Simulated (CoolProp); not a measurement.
Computed with CoolProp (reference Helmholtz-energy equation of state, Span 1996).

Q: For carbon dioxide, give the phase and the cp (kJ/(kg K)), cv (kJ/(kg K)), speed of sound (m/s), expansivity (1/kK) at 70.85 °C and 21.1 MPa.

A: 
- 70.85 °C and 21.1 MPa: supercritical; cp 2.50, cv 0.919, speed of sound 388, expansivity 9.10
